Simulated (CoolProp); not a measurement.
Chloromethane (R40) along the isotherm 226.85 °C: density (kg/m³) from the reference equation and from simpler models built on Tc = 145.5 °C, pc = 69.29 bar, ω = 0.150; each cubic takes its own stable root.

Model: reference Helmholtz-energy equation of state, Thol 2014, in CoolProp.

| p (bar) | phase | reference |
|---|---|---|
| 2.67 | gas | 3.268 |
| 5.33 | gas | 6.576 |
| 8 | gas | 9.949 |
| 10.7 | gas | 13.42 |
| 13.3 | gas | 16.81 |
| 16 | gas | 20.40 |
| 18.7 | gas | 24.04 |
| 21.3 | gas | 27.62 |
| 24 | gas | 31.39 |
| 26.7 | gas | 35.24 |
| 29.3 | gas | 39.01 |
| 32 | gas | 43.00 |
| 34.6 | gas | 46.92 |

**Question.** How far does each simpler model (ideal gas, van der Waals, Redlich-Kwong, Peng-Robinson) lie from the reference over these 13 states: mean and median of the absolute difference, and the worst?

**Answer.** 
- ideal gas: mean 5.6 %, median 5.5 %, worst -10.4 % at 226.85 °C and 34.6 bar
- van der Waals: mean 0.2 %, median 0.2 %, worst -0.2 % at 226.85 °C and 26.7 bar
- Redlich-Kwong: mean 0.0 %, median 0.0 %, worst +0.0 % at 226.85 °C and 34.6 bar
- Peng-Robinson: mean 0.5 %, median 0.5 %, worst +0.8 % at 226.85 °C and 34.6 bar
